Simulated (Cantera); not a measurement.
Feed: 1 mol (CH3)2SiCl2, 0.012 mol C2H2, 27 mol H2, 0.53 mol C3H8, at 2075 K and 38.0 mbar.

These are equilibrium values from Cantera (NASA tables, ideal gas, pure condensed phases), not measurements of a reactor. Candidate condensed phases: C, C6H6, C7H8, C8H18, Si, SiC; 109 gas species. The feed counts by its element totals alone. The tables' values for SiCl are old estimates; treat these amounts as uncertain. Gases not in the tables: Si2H6 and higher silanes. Equilibrium is a limit: real reactors are often held back by kinetics, nucleation or transport.

Problem. What is the equilibrium state?

Solution. 
| Item | Value |
|---|---|
| x(H2) | 0.926 |
| x(HCl) | 0.0581 |
| x(H) | 0.0131 |
| x(C2H2 (acetylene)) | 0.00115 |
| x(Cl) | 0.000609 |
| x(SiCl2) | 0.000575 |
| x(Si) | 0.000192 |
| x(SiCl) | 4.74e-5 |
| x(SiH) | 2.06e-5 |
| n(C(graphite)) | 2.56 mol |
| n(SiC(s)) | 0.971 mol |
| gas amount | 33.37 mol |
| log10 activity of Si(l) (absent) | -1.14 |
